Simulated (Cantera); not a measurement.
Input: 1 mol Si3H8, 2.7 mol HCl, 12 mol N2, held at 1673 K and 1.30 bar.

These are equilibrium values from Cantera (NASA tables, ideal gas, pure condensed phases), not measurements of a reactor. The feed counts by its element totals alone. The tables' values for SiCl3 are old estimates; treat these amounts as uncertain. Kinetics and transport are ignored.

```tsv
species	before	after
N2	0.601	0.601
H2	0.246	0.244
HCl	0.147	0.151
SiCl2	0.00370	0.00170
H	4.95e-5	2.36e-5
Cl	2.31e-5	1.15e-5
SiCl3	0.00115	0.000810
SiH2Cl2	1.17e-5	8.63e-6
SiCl4	0.000747	0.000950
SiHCl3	0.000225	0.000222
Si3N4(s), mol	0.967	0.979
```
Gas species are given as mole fractions.

Question: What was changed between the two runs?
A) HCl from 2.7 to 0.3 mol
B) temperature from 1673 K to 1600 K
C) temperature from 1673 K to 998 K
D) temperature from 1673 K to 1373 K

Answer: B, temperature from 1673 K to 1600 K
